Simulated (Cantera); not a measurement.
A closed system holds: 1 mol Cu, 0.78 mol F₂, 36 mol H₂, held at 977 °C and 1330 Pa.

Cantera equilibrium calculation (NASA polynomials, part measured and part estimated; ideal gas, pure solids and liquids). Candidate condensed phases: Cu, CuF₂; 15 gas species. Kinetics and transport are ignored.

Base state: H₂ 0.958, HF 0.0424 (mole fractions); condensed: Cu(s).

### Question
What changes in the equilibrium state with this change: F₂ from 0.78 to 1.8 mol?

### Answer
```
species     before   after
----------  ------  ------
H₂           0.958   0.905
HF          0.0424  0.0952
Cu(s), mol   1.000   1.000
```
